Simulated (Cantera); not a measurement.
A perfectly stirred reactor is fed with CH4 : CO : O2 : N2 = 1 : 0.67 : 4.1 : 15.4 (molar parts), equivalence ratio 0.57, at 11.8 atm; it is adiabatic with a 425 K inlet, and is followed from long to short residence time, starting on the burning branch (τ in s: 0.11, 0.041, 0.015, 0.0055, 0.002, 0.00074, 0.00027, 9.9e-05, 3.6e-05).

Computed with Cantera and GRI-Mech 3.0 (53 species, 325 reactions). The pressure lies above the range GRI-Mech 3.0 was tuned for (to about 10 atm).

Problem. What does this change do: pressure from 11.8 atm to 0.395 atm?

Solution. 
| quantity | before | after |
|---|---|---|
| blow-out, bracketed by the residence times tried | burning at 0.740 ms, out at 0.270 ms | burning at 0.740 ms, out at 0.270 ms |
| x(CH4) at τ = 0.110 s | 3.72e-6 | 1.05e-5 |
| x(CO) at τ = 0.110 s | 8.99e-5 | 0.00111 |
| x(O2) at τ = 0.110 s | 0.0847 | 0.0846 |
| x(HO2) at τ = 0.110 s | 1.27e-6 | 1.79e-6 |
| x(C2H4) at τ = 0.110 s | 9.93e-10 | 4.22e-10 |
| x(CH4) at τ = 2.00 ms | 8.04e-5 | 0.000170 |
| x(CO) at τ = 2.00 ms | 0.00195 | 0.0113 |
| x(O2) at τ = 2.00 ms | 0.0857 | 0.0884 |
| x(HO2) at τ = 2.00 ms | 1.24e-5 | 1.31e-5 |
| x(C2H4) at τ = 2.00 ms | 2.09e-7 | 1.16e-8 |
